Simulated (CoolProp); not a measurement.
Vapour-liquid equilibrium of propylene (1) + isobutane (2) at 206.6 K; x and y are mole fractions of (1).

The numbers come from the multi-fluid Helmholtz-energy mixture model, Lemmon 2013 and Bücker 2006; pair parameters Bell 2016 in CoolProp.

Task: Give the bubble pressure and the first vapour's composition at x = 0.05, 0.8, 0.95. Is there an azeotrope?

Result: x = 0.05: 0.008505 MPa, y = 0.319; x = 0.8: 0.03020 MPa, y = 0.967; x = 0.95: 0.03712 MPa, y = 0.996. No azeotrope shows between x = 0.05 and 0.95.

The pair parameters rest on a limited set of measurements; away from them the model extrapolates. The gap from Raoult's law changes sign with composition, which may be real or a fault of the pair parameters; it wasn't checked against measurements.
